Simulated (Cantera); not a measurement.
Hydrocarbon pyrolysis for carbon deposition

An isothermal, constant-pressure homogeneous reactor starts with 87.6 % CH₄, 12.4 % H₂, at 1848 K and 0.00920 bar.

Model: GRI-Mech 3.0 (53 species, 325 reactions), integrated in Cantera. GRI-Mech 3.0 stops at C3 and has no aromatics, soot or wall deposition, so with more carbon than oxygen in the feed, carbon stays in small species such as C2H2 where larger ones or solid carbon would form. Radical loss at walls, strong at low pressure, is not modelled.

| t (s) | x CH₄ | x H₂ | x C₂H₆ | x H | x C₂H₄ | x CH₂ |
|---|---|---|---|---|---|---|
| 0.000600 | 0.873 | 0.125 | 3.14e-6 | 2.19e-5 | 3.83e-5 | 2.73e-7 |
| 0.00136 | 0.868 | 0.127 | 2.39e-5 | 4.73e-5 | 0.000466 | 1.27e-6 |
| 0.00310 | 0.843 | 0.140 | 0.000142 | 0.000127 | 0.00504 | 5.20e-6 |
| 0.00704 | 0.683 | 0.244 | 0.000539 | 0.000497 | 0.0335 | 1.56e-5 |
| 0.0160 | 0.316 | 0.519 | 0.000291 | 0.00133 | 0.0226 | 1.52e-5 |
| 0.0363 | 0.140 | 0.657 | 6.65e-5 | 0.00173 | 0.00383 | 9.58e-6 |
| 0.0826 | 0.0594 | 0.719 | 1.42e-5 | 0.00209 | 0.000752 | 6.56e-6 |
| 0.188 | 0.0216 | 0.747 | 2.43e-6 | 0.00264 | 0.000150 | 4.52e-6 |
| 0.426 | 0.00620 | 0.758 | 2.82e-7 | 0.00359 | 4.37e-5 | 2.80e-6 |
| 0.968 | 0.00155 | 0.761 | 2.26e-8 | 0.00457 | 2.91e-5 | 1.24e-6 |
| 2.20 | 0.000484 | 0.762 | 2.39e-9 | 0.00483 | 2.76e-5 | 4.49e-7 |
| 5.00 | 0.000205 | 0.762 | 4.72e-10 | 0.00486 | 2.75e-5 | 1.94e-7 |
x: mole fraction; the columns are a selection and need not sum to one.

Equilibrium at this temperature and pressure: CH₄ 0.000120, H₂ 0.762, C₂H₆ 1.95e-10, H 0.00486, C₂H₄ 2.74e-5, CH₂ 1.15e-7 (gas phase only).
